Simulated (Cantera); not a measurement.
An isothermal, constant-pressure homogeneous reactor starts with 55.9 % NH3, 44.1 % N2, at 1450 K and 0.480 bar.

Model: the gas-phase N/H chemistry of the illustrative SiF4/NH3 mechanism in the Surface Chemkin manual (1991), integrated in Cantera. Walls and surfaces, which speed up NH3 decomposition in real reactors, are not modelled.

Predict: x(NH3) at 100 s; x(H2) at 100 s; x(NH) at 100 s; x(N2H2) at 100 s.


```json
{
 "x(NH3) at 100 s": "0.308 (gas-phase equilibrium 9.17e-6)",
 "x(H2) at 100 s": "0.241 (gas-phase equilibrium 0.538)",
 "x(NH) at 100 s": "3.03e-8 (gas-phase equilibrium <1e-12)",
 "x(N2H2) at 100 s": "4.24e-8 (gas-phase equilibrium <1e-12)"
}
```
